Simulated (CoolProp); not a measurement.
A single-stage vapour-compression cycle with the fluid: evaporating at 279.15 K (dew point), condensing at 328.15 K (bubble point), superheat 5 K, subcooling 0 K, compressor efficiency 0.65, no pressure losses. The same conditions are run with several fluids, on thermodynamics alone (safety and materials aside).

Values from CoolProp's reference Helmholtz-energy equation of state of each fluid (R124: de Vries 1995; R407C: Lemmon 2003; R245fa: Akasaka 2015; hydrogen sulfide: Lemmon 2006; R152A: Outcalt 1996; CH2F2 (R32): Tillner-Roth 1997). Blends and air are pseudo-pure fits.

| fluid | cooling COP | pressure ratio | discharge temperature (K) | refrigerating effect (kJ/kg) | volumetric capacity (kJ/m³) |
|---|---|---|---|---|---|
| R124 | (withheld) | 4.33 | 343.8 | 104 | 1310 |
| R407C | 2.31 | 4.39 | 367.5 | 131 | (withheld) |
| R245fa | (withheld) | (withheld) | (withheld) | 141 | 572 |
| hydrogen sulfide | 2.76 | 3.21 | 417.1 | 346 | 6960 |
| R152A | (withheld) | 4.09 | 365.0 | 216 | 2160 |
| CH2F2 (R32) | 2.58 | 3.59 | 391.1 | 213 | 5500 |

### Question
What belongs in the gaps?

### Answer

- R124, cooling COP: 2.81
- R407C, volumetric capacity (kJ/m³): 3070
- R245fa, cooling COP: 2.94
- R245fa, pressure ratio: 5.75
- R245fa, discharge temperature (K): 343.6
- R152A, cooling COP: 2.91
